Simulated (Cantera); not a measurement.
A closed system holds: 1 mol SiHCl3, 3.8 mol HCl, 160 mol H2, at 1025 K and 0.0840 bar.

Method: chemical equilibrium by Gibbs-energy minimisation in Cantera with the NASA 1993 tables (ideal gas, pure condensed phases). Candidate condensed phases: Si; 19 gas species. The tables' values for SiCl3 are old estimates; treat these amounts as uncertain. The numbers say what is thermodynamically allowed, not how fast it happens.

Base state: H2 0.975, HCl 0.0193, SiCl4 0.00399, SiHCl3 0.00174, SiCl3 0.000144, SiCl2 0.000109, SiH2Cl2 8.38e-5 (mole fractions); condensed: gas only.

Question: What changes in the equilibrium state with this change: SiHCl3 replaced by Si3H8?

Answer: 
| species | before | after |
|---|---|---|
| H2 | 0.975 | 0.986 |
| HCl | 0.0193 | 0.0100 |
| SiCl4 | 0.00399 | 0.00179 |
| SiH2Cl2 | 8.38e-5 | 0.000141 |
| SiCl2 | 0.000109 | 0.000182 |
| SiCl3 | 0.000144 | 0.000125 |
| SiHCl3 | 0.00174 | 0.00151 |
| Si(s), mol | 0 | 2.37 |
The feed counts by its element totals alone.
